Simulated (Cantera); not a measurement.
Cantera run, input and output.

```python
import numpy as np
import cantera as ct

surf = ct.Interface("ptcombust.yaml", "Pt_surf")
gas = surf.adjacent["gas"]
gas.TPX = 500, 500000, {'H2': 0.014, 'O2': 0.032, 'N2': 0.79}
surf.TP = 500, 500000
reactor = ct.FlowReactor(gas, clone=False)
reactor.area = 0.0001  # m2
reactor.surface_area_to_volume_ratio = 430  # 1/m
reactor.mass_flow_rate = 3.9 * reactor.area * gas.density  # inlet velocity 3.9 m/s
reactor.energy_enabled = False
wall = ct.ReactorSurface(surf, reactor, clone=False)
net = ct.ReactorNet([reactor])
net.rtol, net.atol = 1e-8, 1e-16
show, cover = ['H2', 'O2', 'H2O'], ['PT(S)', 'H(S)', 'O(S)', 'OH(S)', 'CO(S)', 'C(S)']

rows = []
print(f"{'z/m':>9s}{'u/(m/s)':>9s}" + "".join(f"{s:>13s}" for s in show + cover))
for z in [3.2e-05, 5.4e-05, 9e-05, 0.00015, 0.00025, 0.00042, 0.0007, 0.0012, 0.0019, 0.0032]:
    net.advance(z)
    rows.append([reactor.speed, *gas[show].X, *surf[cover].coverages])
    print(f"{z:9.4g}{rows[-1][0]:9.3g}" + "".join(f"{x:13.4e}" for x in rows[-1][1:]))
```

Output:

```
      z/m  u/(m/s)           H2           O2          H2O        PT(S)         H(S)         O(S)        OH(S)        CO(S)         C(S)
  3.2e-05      3.9   1.5785e-02   3.7811e-02   9.6986e-04   6.1185e-01   1.2621e-05   2.6257e-01   1.2308e-01   2.7611e-26  -5.4729e-30
  5.4e-05      3.9   1.5179e-02   3.7517e-02   1.5808e-03   5.9297e-01   1.1090e-05   2.8006e-01   1.2423e-01  -5.3768e-25  -1.1852e-28
    9e-05      3.9   1.4273e-02   3.7078e-02   2.4943e-03   5.6419e-01   9.1269e-06   3.0675e-01   1.2603e-01   2.5894e-22   1.0377e-26
  0.00015     3.89   1.2963e-02   3.6443e-02   3.8153e-03   5.2134e-01   6.8421e-06   3.4659e-01   1.2868e-01   3.3226e-22   1.8987e-26
  0.00025     3.89   1.1210e-02   3.5593e-02   5.5835e-03   4.6160e-01   4.5561e-06   4.0275e-01   1.3197e-01   3.1025e-20   7.5948e-24
  0.00042     3.88   9.0641e-03   3.4552e-02   7.7472e-03   3.8448e-01   2.6205e-06   4.7714e-01   1.3461e-01   1.2775e-22   4.4404e-26
   0.0007     3.88   6.8359e-03   3.3472e-02   9.9942e-03   2.9933e-01   1.3192e-06   5.6332e-01   1.3385e-01   1.0812e-22   4.2017e-27
   0.0012     3.88   4.7005e-03   3.2436e-02   1.2148e-02   2.1239e-01   5.5859e-07   6.5797e-01   1.2677e-01  -1.7064e-21  -7.3100e-26
   0.0019     3.87   3.2424e-03   3.1729e-02   1.3618e-02   1.4977e-01   2.4696e-07   7.3250e-01   1.1553e-01   1.9641e-21   7.7434e-26
   0.0032     3.87   2.0408e-03   3.1146e-02   1.4830e-02   9.6033e-02   9.2121e-08   8.0328e-01   9.9173e-02   2.7181e-25   1.5476e-29
```

Cantera simulation using Deutschmann's 1995 Pt surface mechanism with GRI-Mech 3.0 gas chemistry; the numbers are that mechanism's predictions, not measurements. Catalytic surfaces can have several steady states; this one follows from the mechanism file's or the stated starting coverage. Mass transfer to the wall is taken as infinitely fast.
